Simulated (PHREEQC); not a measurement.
Make-up at 25 °C: 0.0018 mol/kgw HBr, 0.0088 mol/kgw CaCl2 and 0.00015 mol/kgw MgCl2. Closed to the air; pH follows from the charge balance.

Equilibrium calculation in PHREEQC: ion-association model, phreeqc.dat.

Each row changes one thing in this solution. No solid was allowed to form.

```csv
case,pH,ionic strength (mol/kgw)
as made,2.80,0.0286
CaCl2 replaced by CdCl2 at the same molality,2.80,?
MgCl2 from 0.00015 to 0.000135 mol/kgw,2.80,0.0286
CaCl2 left out,2.77,0.00225
temperature from 25 to 70 °C,2.81,0.0286
diluted 10-fold with water,?,0.00286
temperature from 25 to 65 °C,2.81,0.0286
MgCl2 left out,2.80,0.0282
CaCl2 from 0.0088 to 0.00176 mol/kgw,2.78,0.00753
```

Q: What belongs in the gaps?

A: 
- CaCl2 replaced by CdCl2 at the same molality, ionic strength (mol/kgw): 0.0201
- diluted 10-fold with water, pH: 3.77

Complexes and solids missing from the database can't appear. Constants without temperature data keep their 25 °C values here.
